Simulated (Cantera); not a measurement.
Cantera run:

```python
import numpy as np
import cantera as ct

gas_names = """
    Fe FeO O O2 O3 S SO SO2 SO3 S2 S2O S8
""".split()
cond_names = """
    Fe(a) Fe(c) Fe(d) Fe(L) FeO(s) FeO(L) FeS(a) FeS(b) FeS(c) FeS(L) FeSO4(s) FeS2(s) Fe2O3(s)
    Fe2S3O12(s) Fe3O4(s) S(cr1) S(cr2) S(L)
""".split()


# ... load() reads the species with a 1 bar reference pressure and builds the phases ...
atoms = {
    'Fe2O3': {'Fe': 2, 'O': 3},
    'SO3': {'S': 1, 'O': 3},
    'O2': {'O': 2},
}
top_T = {'FeSO4(s)': 950, 'FeS2(s)': 1010, 'Fe2O3(s)': 1830, 'Fe2S3O12(s)': 1100, 'Fe3O4(s)': 1870}  # K; cautious upper limits of use, not melting points


# ... equilibrate(T, P, feed) seeds the gas with the atoms and calls Mixture.equilibrate('TP', solver="vcs", rtol=1e-11, max_steps=5000) ...
results = []
feed = {'Fe2O3': 1, 'SO3': 0.053, 'O2': 0.45}  # mol
P = 101325  # Pa
for T in [698, 798, 898, 998, 1098, 1198, 1298, 1398]:
    mix = equilibrate(T, P, feed)
    results.append((T, P, feed, dict(zip(mix.species_names, mix.species_moles))))

top = {s: max(r[3][s] / sum(r[3][g] for g in gas_names) for r in results) for s in gas_names}
cols = sorted((s for s in top if top[s] > 1e-05), key=lambda s: -top[s])[:8]
seen = [c for c in cond_names if any(r[3].get(c, 0) > 1e-12 for r in results)]
print("log10 of partial pressures in bar; condensed amounts in mol")
print(f"{'T/K':>10s}" + "".join(f"{s[:9]:>10s}" for s in cols + seen))
for T, P, feed, n in results:
    ng = sum(n[g] for g in gas_names)
    print(f"{T:10.4g}" + "".join(f"{np.log10(max(n[s] / ng * P / 1e5, 1e-99)):10.3f}" for s in cols)
          + "".join(f"{n.get(c, 0):10.4g}" for c in seen))
```

Output:

```
log10 of partial pressures in bar; condensed amounts in mol
       T/K        O2       SO2       SO3  Fe2O3(s) Fe2S3O12(
       698     0.006    -7.198    -4.718    0.9823   0.01766
       798     0.005    -4.514    -2.958    0.9825    0.0175
       898    -0.007    -2.427    -1.593    0.9868    0.0132
       998    -0.042    -1.421    -1.175         1         0
      1098    -0.041    -1.191    -1.409         1         0
      1198    -0.041    -1.086    -1.689         1         0
      1298    -0.040    -1.040    -1.968         1         0
      1398    -0.040    -1.019    -2.223         1         0
```

Method: chemical equilibrium by Gibbs-energy minimisation in Cantera with the NASA 1993 tables (ideal gas, pure condensed phases).
